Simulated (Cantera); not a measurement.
An isothermal plug-flow reactor at 575 K and 0.350 bar (inlet), inlet velocity 0.97 m/s, active area per volume 9900 1/m; feed H2 : O2 : N2 : H2O = 0.0025 : 0.045 : 0.79 : 0.026 (molar parts), equivalence ratio 0.028.

Model: Deutschmann's 1995 Pt surface mechanism with GRI-Mech 3.0 gas chemistry, integrated in Cantera. Catalytic surfaces can have several steady states; this one follows from the mechanism file's or the stated starting coverage. Mass transfer to the wall is taken as infinitely fast.

x: gas mole fraction; θ: surface coverage.

```
z (m)        x H2    x O2   x H2O  θ free Pt   θ O*    θ OH*
-------  --------  ------  ------  ---------  -----  -------
0.00015  0.000579  0.0510  0.0325     0.0182  0.974  0.00778
0.00027       ___  0.0509  0.0327        ___  0.983      ___
0.00049  0.000203  0.0508  0.0328    0.00653  0.989  0.00472
0.00087  0.000116  0.0508  0.0329    0.00389  0.992  0.00365
0.0015    6.61e-5  0.0508  0.0330    0.00245  0.995  0.00290
0.0027    3.31e-5  0.0508  0.0330    0.00162  0.996  0.00236
0.0049        ___  0.0507  0.0330        ___  0.997  0.00204
0.0087    3.98e-6  0.0507  0.0330    0.00103  0.997  0.00189
0.015     6.22e-7  0.0507  0.0331   0.000978  0.997  0.00184
```

Question: What belongs in the gaps?

Answer: 
- 0.00027, x H2: 0.000351
- 0.00027, θ free Pt: 0.0111
- 0.00027, θ OH*: 0.00613
- 0.0049, x H2: 1.37e-5
- 0.0049, θ free Pt: 0.00120
